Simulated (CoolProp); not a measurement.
Vapour-liquid equilibrium of benzene (1) + p-xylene (2) at 0.323 MPa; x and y are mole fractions of (1).

Computed with CoolProp (multi-fluid Helmholtz-energy mixture model, Thol 2012 and Zhou 2012; pair parameters Bell 2016).

Give the bubble temperature and the first vapour's composition at x = 0.2, 0.65, 0.95. Is there an azeotrope?

x = 0.2: 168.2 °C, y = 0.456; x = 0.65: 137.9 °C, y = 0.882; x = 0.95: 124.9 °C, y = 0.988. No azeotrope shows between x = 0.05 and 0.95.

The pair parameters rest on a limited set of measurements; away from them the model extrapolates.
